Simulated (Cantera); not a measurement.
Input (Python, Cantera) and output of one run.

```python
import numpy as np
import cantera as ct

gas_names = [...]  # 109 gases of nasa_gas.yaml made of C, Cl, H, Si
cond_names = """
    C(gr) C6H6(L) C7H8(L) C8H18(L),n-octa Si(cr) Si(L) SiC(b)
""".split()


# ... load() reads the species with a 1 bar reference pressure and builds the phases ...
atoms = {
    '(CH3)2SiCl2': {'C': 2, 'H': 6, 'Si': 1, 'CL': 2},
    'H2': {'H': 2},
}
top_T = {'C(gr)': 4500, 'SiC(b)': 3050}  # K; cautious upper limits of use, not melting points


# ... equilibrate(T, P, feed) seeds the gas with the atoms and calls Mixture.equilibrate('TP', solver="vcs", rtol=1e-11, max_steps=5000) ...
results = []
T = 2223.15  # K
P = 1000  # Pa
for m in [4.5, 6.3, 8.8, 12, 17, 24, 33, 46, 63, 88]:
    feed = {'(CH3)2SiCl2': 1, 'H2': m}  # mol
    mix = equilibrate(T, P, feed)
    results.append((T, P, feed, dict(zip(mix.species_names, mix.species_moles))))
    x = sorted(zip(gas.X, gas.species_names), reverse=True)
    print(f"T = {T:g} K  P = {P:g} Pa  n(H2) = {m:g} mol  gas = {mix.phase_moles(0):.4g} mol")
    print("   x: " + "  ".join(f"{s} {v:.3e}" for v, s in x if v > 1e-06))
    print("   condensed (mol): " + ("  ".join(f"{mix.phase(i).name} {mix.phase_moles(i):.4g}"
          for i in range(1, mix.n_phases) if mix.phase_moles(i) > 1e-12) or "none"))
```

Output:

```
T = 2223.15 K  P = 1000 Pa  n(H2) = 4.5 mol  gas = 8.849 mol
   x: H2 7.221e-01  HCL 1.919e-01  H 5.448e-02  SiCL2 1.107e-02  CL 1.051e-02  Si 5.298e-03  C2H2,acetylene 2.097e-03  SiCL 1.350e-03  SiC2 5.554e-04  Si2C 3.362e-04  SiH 1.906e-04  SiCL3 2.844e-05  SiH2 2.758e-05  Si2 1.021e-05  C2H 5.841e-06  C2HCL 3.855e-06  C4H2 2.484e-06  CH3 1.877e-06  CH4 1.305e-06
   condensed (mol): C(gr) 1.12  SiC(b) 0.83
T = 2223.15 K  P = 1000 Pa  n(H2) = 6.3 mol  gas = 10.72 mol
   x: H2 7.565e-01  HCL 1.618e-01  H 5.577e-02  CL 8.654e-03  SiCL2 7.506e-03  Si 5.298e-03  C2H2,acetylene 2.197e-03  SiCL 1.112e-03  SiC2 5.554e-04  Si2C 3.362e-04  SiH 1.951e-04  SiH2 2.890e-05  SiCL3 1.588e-05  Si2 1.021e-05  C2H 5.979e-06  C2HCL 3.249e-06  C4H2 2.603e-06  CH3 2.013e-06  CH4 1.432e-06
   condensed (mol): C(gr) 1.102  SiC(b) 0.8349
T = 2223.15 K  P = 1000 Pa  n(H2) = 8.8 mol  gas = 13.32 mol
   x: H2 7.890e-01  HCL 1.327e-01  H 5.695e-02  CL 6.950e-03  Si 5.298e-03  SiCL2 4.840e-03  C2H2,acetylene 2.292e-03  SiCL 8.930e-04  SiC2 5.554e-04  Si2C 3.362e-04  SiH 1.992e-04  SiH2 3.013e-05  Si2 1.021e-05  SiCL3 8.224e-06  C2H 6.106e-06  C4H2 2.714e-06  C2HCL 2.665e-06  CH3 2.144e-06  CH4 1.558e-06
   condensed (mol): C(gr) 1.086  SiC(b) 0.8333
T = 2223.15 K  P = 1000 Pa  n(H2) = 12 mol  gas = 16.64 mol
   x: H2 8.162e-01  HCL 1.077e-01  H 5.792e-02  CL 5.550e-03  Si 5.298e-03  SiCL2 3.087e-03  C2H2,acetylene 2.370e-03  SiCL 7.132e-04  SiC2 5.554e-04  Si2C 3.362e-04  SiH 2.026e-04  SiH2 3.117e-05  Si2 1.021e-05  C2H 6.210e-06  SiCL3 4.189e-06  C4H2 2.808e-06  CH3 2.256e-06  C2HCL 2.164e-06  CH4 1.667e-06
   condensed (mol): C(gr) 1.073  SiC(b) 0.8239
T = 2223.15 K  P = 1000 Pa  n(H2) = 17 mol  gas = 21.83 mol
   x: H2 8.424e-01  HCL 8.327e-02  H 5.885e-02  Si 5.298e-03  CL 4.222e-03  C2H2,acetylene 2.447e-03  SiCL2 1.786e-03  SiC2 5.554e-04  SiCL 5.424e-04  Si2C 3.362e-04  SiH 2.058e-04  SiH2 3.218e-05  Si2 1.021e-05  C2H 6.309e-06  C4H2 2.898e-06  CH3 2.366e-06  SiCL3 1.843e-06  CH4 1.776e-06  C2HCL 1.673e-06
   condensed (mol): C(gr) 1.06  SiC(b) 0.801
T = 2223.15 K  P = 1000 Pa  n(H2) = 24 mol  gas = 29.1 mol
   x: H2 8.637e-01  HCL 6.315e-02  H 5.958e-02  Si 5.298e-03  CL 3.162e-03  C2H2,acetylene 2.509e-03  SiCL2 1.002e-03  SiC2 5.554e-04  SiCL 4.063e-04  Si2C 3.362e-04  SiH 2.084e-04  SiH2 3.299e-05  Si2 1.021e-05  C2H 6.389e-06  C4H2 2.971e-06  CH3 2.456e-06  CH4 1.867e-06  C2HCL 1.268e-06
   condensed (mol): C(gr) 1.049  SiC(b) 0.7614
T = 2223.15 K  P = 1000 Pa  n(H2) = 33 mol  gas = 38.45 mol
   x: H2 8.794e-01  H 6.012e-02  HCL 4.817e-02  Si 5.298e-03  C2H2,acetylene 2.554e-03  CL 2.390e-03  SiCL2 5.726e-04  SiC2 5.554e-04  Si2C 3.362e-04  SiCL 3.071e-04  SiH 2.103e-04  SiH2 3.359e-05  Si2 1.021e-05  C2H 6.446e-06  C4H2 3.025e-06  CH3 2.523e-06  CH4 1.935e-06
   condensed (mol): C(gr) 1.042  SiC(b) 0.705
T = 2223.15 K  P = 1000 Pa  n(H2) = 46 mol  gas = 51.95 mol
   x: H2 8.922e-01  H 6.056e-02  HCL 3.587e-02  Si 5.298e-03  C2H2,acetylene 2.591e-03  CL 1.767e-03  SiC2 5.554e-04  Si2C 3.362e-04  SiCL2 3.130e-04  SiCL 2.271e-04  SiH 2.118e-04  SiH2 3.408e-05  Si2 1.021e-05  C2H 6.493e-06  C4H2 3.069e-06  CH3 2.579e-06  CH4 1.992e-06
   condensed (mol): C(gr) 1.035  SiC(b) 0.619
T = 2223.15 K  P = 1000 Pa  n(H2) = 63 mol  gas = 69.61 mol
   x: H2 9.015e-01  H 6.087e-02  HCL 2.690e-02  Si 5.298e-03  C2H2,acetylene 2.618e-03  CL 1.318e-03  SiC2 5.554e-04  Si2C 3.362e-04  SiH 2.129e-04  SiCL2 1.741e-04  SiCL 1.694e-04  SiH2 3.443e-05  Si2 1.021e-05  C2H 6.527e-06  C4H2 3.101e-06  CH3 2.619e-06  CH4 2.034e-06
   condensed (mol): C(gr) 1.029  SiC(b) 0.5031
T = 2223.15 K  P = 1000 Pa  n(H2) = 88 mol  gas = 95.58 mol
   x: H2 9.089e-01  H 6.112e-02  HCL 1.966e-02  Si 5.298e-03  C2H2,acetylene 2.640e-03  CL 9.595e-04  SiC2 5.554e-04  Si2C 3.362e-04  SiH 2.138e-04  SiCL 1.233e-04  SiCL2 9.226e-05  SiH2 3.472e-05  Si2 1.021e-05  C2H 6.554e-06  C4H2 3.127e-06  CH3 2.651e-06  CH4 2.067e-06
   condensed (mol): C(gr) 1.024  SiC(b) 0.3299
```

Equilibrium computed with Cantera from the NASA thermochemical tables; the gas is ideal and each condensed phase is pure. The feed counts by its element totals alone. The tables' values for SiCl, SiCl3 are old estimates; treat these amounts as uncertain. Gases not in the tables: Si2H6 and higher silanes.
